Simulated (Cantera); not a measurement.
Input: 1 mol SiCl₄, 2 mol O₃, 0.32 mol H₂, 0.87 mol H₂O, at 1698.15 K and 9.40 Pa.

Method: chemical equilibrium by Gibbs-energy minimisation in Cantera with the NASA 1993 tables (ideal gas, pure condensed phases). Candidate condensed phases: H₂O, Si, SiO₂; 30 gas species. The tables hold silica as quartz up to 1696 K and as liquid above; real silica turns to tridymite and cristobalite and melts near 1996 K. Kinetics and transport are ignored.

Base state: O₂ 0.352, Cl 0.316, HCl 0.293, H₂O 0.0337, O 0.00268, OH 0.00241, Cl₂ 0.000260, H 0.000160 (mole fractions); condensed: SiO₂(condensed).

Question: What changes in the equilibrium state with this change: pressure from 9.40 Pa to 44.0 mbar?

Answer: 
```
species                 before    after
--------------------  --------  -------
O₂                       0.352    0.389
HCl                      0.293    0.370
Cl                       0.316    0.189
Cl₂                   0.000260   0.0435
H₂O                     0.0337  0.00731
H                     0.000160  7.24e-7
H₂                    0.000115  1.10e-6
SiO₂(condensed), mol     1.000     1.00
```

Question: What changes in the equilibrium state with this change: SiCl₄ replaced by SiF₄?

Answer: 
```
species                 before     after
--------------------  --------  --------
O₂                       0.352     0.502
HF                           0     0.420
SiF₄                         0    0.0723
Cl                       0.316         0
HCl                      0.293         0
H₂O                     0.0337  0.000917
F                            0  0.000376
Cl₂                   0.000260         0
SiF₃                         0   9.53e-5
SiO₂(condensed), mol     1.000     0.592
```
The tables' values for SiF₃ are old estimates; treat these amounts as uncertain.
